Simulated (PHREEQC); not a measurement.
**Acid mine or pickling water: an equilibrium model**

Synthetic water in mg/kgw, 55 °C, pH 1.8, pe 8.5:

```csv
constituent,mg/kgw
Na,1670
K,193
Ca,191
Mg,2.49
Cl,1150
S(6) as SO4,4060
Mn(2),112
Zn,0.583
```

Cl is adjusted to close the charge balance.
Valence states are taken as typed.

Equilibrium calculation in PHREEQC: ion-association model, wateq4f.dat.

```json
{
  "ionic_strength": "0.124 mol/kgw",
  "total_alkalinity": "-41.7 meq/kg"
}
```

```tsv
species	molality	activity	log γ
Na+	0.0705	0.0535	-0.120
Cl-	0.0485	0.0357	-0.133
HSO4-	0.0218	0.0163	-0.124
H+	0.0196	0.0158	-0.092
SO4-2	0.0157	0.00514	-0.484
K+	0.00467	0.00344	-0.133
Ca+2	0.00310	0.00108	-0.459
NaSO4-	0.00214	0.00164	-0.116
CaSO4	0.00139	0.00143	0.012
Mn+2	0.00127	0.000455	-0.446
MnSO4	0.000680	0.000699	0.012
CaHSO4+	0.000280	0.000212	-0.121
KSO4-	0.000262	0.000200	-0.116
MnCl+	8.71e-5	6.61e-5	-0.120
Mg+2	5.50e-5	2.01e-5	-0.438
```

Precipitation was switched off in this run. Species that the database lacks are ignored. At this temperature some constants are extrapolated from 25 °C, and those without enthalpy data are left unchanged.
